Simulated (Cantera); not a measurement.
A Cantera script and what it prints.

```python
import numpy as np
import cantera as ct

gas_names = """
    B BN BO BO2 B2 B2O B2O2 B2O3 N NO NO2 NO3 N2 N2O O O2 O3
""".split()
cond_names = """
    B(b) B(L) BN(s) B2O3(L)
""".split()


# ... load() reads the species with a 1 bar reference pressure and builds the phases ...
atoms = {
    'B2O3': {'B': 2, 'O': 3},
    'O2': {'O': 2},
    'N2': {'N': 2},
}
top_T = {'BN(s)': 3200}  # K; cautious upper limits of use, not melting points


# ... equilibrate(T, P, feed) seeds the gas with the atoms and calls Mixture.equilibrate('TP', solver="vcs", rtol=1e-11, max_steps=5000) ...
results = []
feed = {'B2O3': 1, 'O2': 0.21, 'N2': 0.11}  # mol
P = 13332.2  # Pa
for T in [1125, 1175, 1225, 1275, 1325, 1375, 1425, 1475, 1525, 1575, 1625, 1675, 1725]:
    mix = equilibrate(T, P, feed)
    results.append((T, P, feed, dict(zip(mix.species_names, mix.species_moles))))

top = {s: max(r[3][s] / sum(r[3][g] for g in gas_names) for r in results) for s in gas_names}
cols = sorted((s for s in top if top[s] > 0.001), key=lambda s: -top[s])[:9]
seen = [c for c in cond_names if any(r[3].get(c, 0) > 1e-12 for r in results)]
print("log10 of partial pressures in bar; condensed amounts in mol")
print(f"{'T/K':>10s}" + "".join(f"{s[:9]:>10s}" for s in cols + seen))
for T, P, feed, n in results:
    ng = sum(n[g] for g in gas_names)
    print(f"{T:10.4g}" + "".join(f"{np.log10(max(n[s] / ng * P / 1e5, 1e-99)):10.3f}" for s in cols)
          + "".join(f"{n.get(c, 0):10.4g}" for c in seen))
```

Output:

```
log10 of partial pressures in bar; condensed amounts in mol
       T/K        O2        N2      B2O3        NO       BO2   B2O3(L)
      1125    -1.058    -1.339    -9.176    -4.782    -9.055         1
      1175    -1.058    -1.339    -8.399    -4.601    -8.399         1
      1225    -1.058    -1.339    -7.689    -4.435    -7.798         1
      1275    -1.058    -1.339    -7.036    -4.283    -7.246         1
      1325    -1.058    -1.339    -6.436    -4.141    -6.736         1
      1375    -1.058    -1.339    -5.881    -4.010    -6.264         1
      1425    -1.058    -1.339    -5.367    -3.888    -5.826         1
      1475    -1.059    -1.340    -4.890    -3.775    -5.419         1
      1525    -1.059    -1.340    -4.445    -3.669    -5.039    0.9999
      1575    -1.059    -1.340    -4.031    -3.570    -4.684    0.9998
      1625    -1.060    -1.341    -3.643    -3.477    -4.352    0.9994
      1675    -1.061    -1.343    -3.280    -3.391    -4.040    0.9986
      1725    -1.064    -1.345    -2.939    -3.311    -3.748     0.997
```

Cantera equilibrium calculation (NASA polynomials, part measured and part estimated; ideal gas, pure solids and liquids).
